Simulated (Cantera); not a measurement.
A perfectly stirred reactor is fed with CH4 : H2 = 1 : 40 (molar parts), at 10.00 Torr; it is held at 1923 K, and followed from long to short residence time.

Cantera simulation using GRI-Mech 3.0 (53 species, 325 reactions); the numbers are that mechanism's predictions, not measurements. GRI-Mech 3.0 stops at C3 and has no aromatics, soot or wall deposition, so with more carbon than oxygen in the feed, carbon stays in small species such as C2H2 where larger ones or solid carbon would form. Radical loss at walls, strong at low pressure, is not modelled.

**Question.** Predict: x(CH4) at τ = 0.350 s; x(H2) at τ = 0.350 s; x(CH2) at τ = 0.350 s; x(H) at τ = 0.350 s; x(C2H4) at τ = 0.350 s; x(CH4) at τ = 11.0 ms; x(H2) at τ = 11.0 ms; x(CH2) at τ = 11.0 ms; x(H) at τ = 11.0 ms; x(C2H4) at τ = 11.0 ms.

**Answer.** 
```
Item                      Value
----------------------  -------
x(CH4) at τ = 0.350 s   0.00633
x(H2) at τ = 0.350 s      0.980
x(CH2) at τ = 0.350 s   3.64e-6
x(H) at τ = 0.350 s     0.00502
x(C2H4) at τ = 0.350 s  1.26e-5
x(CH4) at τ = 11.0 ms    0.0228
x(H2) at τ = 11.0 ms      0.974
x(CH2) at τ = 11.0 ms   1.48e-6
x(H) at τ = 11.0 ms     0.00169
x(C2H4) at τ = 11.0 ms  3.84e-5
```
